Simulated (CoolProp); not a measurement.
Vapour-liquid equilibrium of propylene (1) + R115 (2) at 5.15 °C; x and y are mole fractions of (1).

Values from CoolProp's multi-fluid Helmholtz-energy mixture model, Lemmon 2013 and Lemmon 2016; pair parameters Bell 2016.

```csv
x,bubble pressure (MPa),y at the bubble point,dew pressure at overall composition x (MPa),liquid density (mol/L)
0.05,0.5501,0.098,0.5335,(withheld)
0.125,0.5954,(withheld),0.5600,9.205
0.2,0.6347,0.316,0.5882,9.394
0.275,0.6676,0.396,0.6180,9.596
0.35,0.6943,(withheld),0.6488,9.814
0.425,0.7151,0.521,0.6794,10.05
0.5,0.7305,0.572,0.7080,10.31
0.575,0.7409,0.620,0.7312,10.59
0.65,0.7467,0.667,0.7451,10.90
0.725,0.7474,0.716,0.7470,11.24
0.8,0.7423,0.771,0.7373,11.62
0.875,0.7292,0.837,0.7192,12.03
0.95,(withheld),0.923,0.6960,12.47
```

Task: What belongs in the gaps?

Result: 
- 0.05, liquid density (mol/L): 9.028
- 0.125, y at the bubble point: 0.219
- 0.35, y at the bubble point: 0.463
- 0.95, bubble pressure (MPa): 0.7047

y crosses x between x = 0.65 and 0.725: the model has an azeotrope there.

The pair parameters rest on a limited set of measurements; away from them the model extrapolates.
